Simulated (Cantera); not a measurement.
## AlCl3 + N2 (aluminium nitride and oxide growth)

Feed: 1 mol AlCl3, 24 mol N2, at 0.00133 bar.

These are equilibrium values from Cantera (NASA tables, ideal gas, pure condensed phases), not measurements of a reactor. Candidate condensed phases: Al, AlCl3, AlN; 11 gas species. The tables' values for AlCl2 are old estimates; treat these amounts as uncertain. Equilibrium is a limit: real reactors are often held back by kinetics, nucleation or transport.

| T (K) | x N2 | x Cl | x AlCl3 | x AlCl | x AlCl2 | x Al | x Cl2 |
|---|---|---|---|---|---|---|---|
| 1675 | 0.953 | 0.00728 | 0.0342 | 0.00177 | 0.00374 | 1.72e-8 | 2.50e-6 |
| 1725 | 0.949 | 0.0116 | 0.0312 | 0.00321 | 0.00517 | 5.68e-8 | 3.74e-6 |
| 1775 | 0.943 | 0.0177 | 0.0271 | 0.00549 | 0.00674 | 1.73e-7 | 5.32e-6 |
| 1825 | 0.935 | 0.0259 | 0.0219 | 0.00884 | 0.00820 | 4.93e-7 | 7.08e-6 |
| 1875 | 0.926 | 0.0357 | 0.0161 | 0.0133 | 0.00916 | 1.32e-6 | 8.67e-6 |
| 1925 | 0.915 | 0.0463 | 0.0104 | 0.0186 | 0.00919 | 3.33e-6 | 9.54e-6 |
| 1975 | 0.906 | 0.0560 | 0.00570 | 0.0239 | 0.00815 | 7.96e-6 | 9.31e-6 |
| 2025 | 0.899 | 0.0632 | 0.00268 | 0.0284 | 0.00641 | 1.81e-5 | 8.09e-6 |
| 2075 | 0.895 | 0.0678 | 0.00113 | 0.0315 | 0.00460 | 3.90e-5 | 6.47e-6 |
x: gas mole fraction; nothing condenses.

From 1675 K to 2075 K nothing is condensed. The main Al-bearing gas is AlCl3 at 1675 K and AlCl at 2075 K.
